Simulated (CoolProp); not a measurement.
Computed with CoolProp (reference Helmholtz-energy equation of state, Lemmon 2006). It is a short technical equation, of lower accuracy than the large ones.

Problem. Give the vapour pressure (bar), vapour density (kg/m³), enthalpy of vaporisation (kJ/kg), liquid cp (kJ/(kg K)) of saturated acetone at 341.7, 360 K.

Solution. 
```csv
T (K),p (bar),vapour density (kg/m³),enthalpy of vaporisation (kJ/kg),liquid cp (kJ/(kg K))
341.7,1.52,3.34,487,2.27
360,2.62,5.60,466,2.34
```
